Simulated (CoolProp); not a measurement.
A simple Rankine cycle with cyclopentane: condensing at 316.15 K, boiler at 1.73 MPa, turbine inlet 485.6 K, turbine efficiency 0.65, pump efficiency 0.8, no recuperator. Each further row changes one setting.

Computed with CoolProp (reference Helmholtz-energy equation of state, Gedanitz 2015).

| case | thermal efficiency (%) | net work (kJ/kg) | heat in (kJ/kg) | turbine exit temperature (K) | volume ratio over the turbine |
|---|---|---|---|---|---|
| as stated | 14.3 | 92.4 | 647 | 419.6 | 22.0 |
| turbine inlet 505.6 K | 14.2 | 98.2 | 693 | 441.6 | 21.5 |
| condensing temperature 308.15 K | 15.2 | 101 | 662 | 414.7 | 28.9 |
| boiler pressure 1.21 MPa | 13.0 | 85.4 | 659 | 430.5 | 14.7 |
| turbine efficiency 0.55 | 12.0 | 77.8 | 647 | 427.7 | 22.4 |
